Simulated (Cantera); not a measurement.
A perfectly stirred reactor is fed with C₂H₆ : N₂ = 1 : 94 (molar parts), at 10.00 Torr; it is held at 1525 K, and followed from long to short residence time.

Model: GRI-Mech 3.0 (53 species, 325 reactions), integrated in Cantera. GRI-Mech 3.0 stops at C3 and has no aromatics, soot or wall deposition, so with more carbon than oxygen in the feed, carbon stays in small species such as C2H2 where larger ones or solid carbon would form. Radical loss at walls, strong at low pressure, is not modelled.

What does this change do: N2 94 to 440 parts?


```json
[
 {"quantity": "x(C₂H₆) at τ = 3.90 s", "before": "1.26e-5", "after": "3.98e-6"},
 {"quantity": "x(CH₂) at τ = 3.90 s", "before": "6.02e-7", "after": "4.83e-7"},
 {"quantity": "x(CH₃) at τ = 3.90 s", "before": "0.000120", "after": "4.87e-5"},
 {"quantity": "x(HCN) at τ = 3.90 s", "before": "3.80e-5", "after": "7.22e-5"},
 {"quantity": "x(H₂) at τ = 3.90 s", "before": "0.0191", "after": "0.00419"},
 {"quantity": "x(C₂H₆) at τ = 77.0 ms", "before": "0.000462", "after": "0.000139"},
 {"quantity": "x(CH₂) at τ = 77.0 ms", "before": "3.44e-6", "after": "2.36e-6"},
 {"quantity": "x(CH₃) at τ = 77.0 ms", "before": "0.000741", "after": "0.000307"},
 {"quantity": "x(HCN) at τ = 77.0 ms", "before": "6.70e-6", "after": "1.28e-5"},
 {"quantity": "x(H₂) at τ = 77.0 ms", "before": "0.0140", "after": "0.00296"}
]
```
